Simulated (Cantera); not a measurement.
Input: 1 mol B2O3, 13 mol H2, 0.23 mol N2, equilibrated at 1975 K and 0.158 Torr.

Cantera equilibrium calculation (NASA polynomials, part measured and part estimated; ideal gas, pure solids and liquids). Candidate condensed phases: B, BN, B2O3, B3O3H3, H2O; 39 gas species. The numbers say what is thermodynamically allowed, not how fast it happens.

Task: What is the equilibrium state?

Result: 
| Quantity | Value |
|---|---|
| x(H2) | 0.782 |
| x(H) | 0.0835 |
| x(HBO2) | 0.0385 |
| x(BO) | 0.0317 |
| x(HBO) | 0.0200 |
| x(B2O3) | 0.0194 |
| x(N2) | 0.0152 |
| x(H2O) | 0.00768 |
| x(B2O2) | 0.00144 |
| gas amount | 15.10 mol |
| log10 activity of B(s) (absent) | -4.26 |
| log10 activity of B3O3H3(s) (absent) | -19.94 |
